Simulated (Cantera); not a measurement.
Cantera run:

```python
import numpy as np
import cantera as ct

gas_names = """
    CL CL2 H HCL H2 Si SiCL SiCL2 SiCL3 SiCL4 SiH SiHCL3 SiH2 SiH2CL2 SiH3 SiH3CL SiH4 Si2 Si3
""".split()
cond_names = """
    Si(cr) Si(L)
""".split()


# ... load() reads the species with a 1 bar reference pressure and builds the phases ...
atoms = {
    'SiCl4': {'Si': 1, 'CL': 4},
    'Cl2': {'CL': 2},
    'H2': {'H': 2},
}
top_T = {}  # K; cautious upper limits of use, not melting points


# ... equilibrate(T, P, feed) seeds the gas with the atoms and calls Mixture.equilibrate('TP', solver="vcs", rtol=1e-11, max_steps=5000) ...
results = []
T = 1373.15  # K
P = 660000  # Pa
for m in [0.21, 0.35, 0.58, 0.95, 1.6, 2.6, 4.3, 7.1, 12, 19]:
    feed = {'SiCl4': 1, 'Cl2': 0.93, 'H2': m}  # mol
    mix = equilibrate(T, P, feed)
    results.append((T, P, feed, dict(zip(mix.species_names, mix.species_moles))))
    x = sorted(zip(gas.X, gas.species_names), reverse=True)
    print(f"T = {T:g} K  P = {P:g} Pa  n(H2) = {m:g} mol  gas = {mix.phase_moles(0):.4g} mol")
    print("   x: " + "  ".join(f"{s} {v:.3e}" for v, s in x if v > 0.001))
    print("   condensed (mol): " + ("  ".join(f"{mix.phase(i).name} {mix.phase_moles(i):.4g}"
          for i in range(1, mix.n_phases) if mix.phase_moles(i) > 1e-12) or "none"))
```

Output:

```
T = 1373.15 K  P = 660000 Pa  n(H2) = 0.21 mol  gas = 2.146 mol
   x: SiCL4 4.661e-01  CL2 3.330e-01  HCL 1.958e-01  CL 5.171e-03
   condensed (mol): none
T = 1373.15 K  P = 660000 Pa  n(H2) = 0.35 mol  gas = 2.285 mol
   x: SiCL4 4.376e-01  HCL 3.063e-01  CL2 2.516e-01  CL 4.494e-03
   condensed (mol): none
T = 1373.15 K  P = 660000 Pa  n(H2) = 0.58 mol  gas = 2.514 mol
   x: HCL 4.614e-01  SiCL4 3.977e-01  CL2 1.375e-01  CL 3.323e-03
   condensed (mol): none
T = 1373.15 K  P = 660000 Pa  n(H2) = 0.95 mol  gas = 2.881 mol
   x: HCL 6.464e-01  SiCL4 3.463e-01  H2 6.428e-03
   condensed (mol): none
T = 1373.15 K  P = 660000 Pa  n(H2) = 1.6 mol  gas = 3.536 mol
   x: HCL 5.353e-01  SiCL4 2.737e-01  H2 1.819e-01  SiHCL3 5.888e-03  SiCL3 3.013e-03
   condensed (mol): none
T = 1373.15 K  P = 660000 Pa  n(H2) = 2.6 mol  gas = 4.541 mol
   x: HCL 4.253e-01  H2 3.545e-01  SiCL4 2.050e-01  SiHCL3 1.082e-02  SiCL3 3.965e-03
   condensed (mol): none
T = 1373.15 K  P = 660000 Pa  n(H2) = 4.3 mol  gas = 6.248 mol
   x: H2 5.216e-01  HCL 3.184e-01  SiCL4 1.403e-01  SiHCL3 1.454e-02  SiCL3 4.395e-03
   condensed (mol): none
T = 1373.15 K  P = 660000 Pa  n(H2) = 7.1 mol  gas = 9.059 mol
   x: H2 6.609e-01  HCL 2.287e-01  SiCL4 8.845e-02  SiHCL3 1.618e-02  SiCL3 4.343e-03
   condensed (mol): none
T = 1373.15 K  P = 660000 Pa  n(H2) = 12 mol  gas = 13.98 mol
   x: H2 7.717e-01  HCL 1.568e-01  SiCL4 4.999e-02  SiHCL3 1.558e-02  SiCL3 3.870e-03  SiCL2 1.385e-03
   condensed (mol): none
T = 1373.15 K  P = 660000 Pa  n(H2) = 19 mol  gas = 21 mol
   x: H2 8.416e-01  HCL 1.107e-01  SiCL4 2.816e-02  SiHCL3 1.355e-02  SiCL3 3.223e-03  SiCL2 1.705e-03
   condensed (mol): none
```

Equilibrium computed with Cantera from the NASA thermochemical tables; the gas is ideal and each condensed phase is pure. The tables' values for SiCl3 are old estimates; treat these amounts as uncertain.
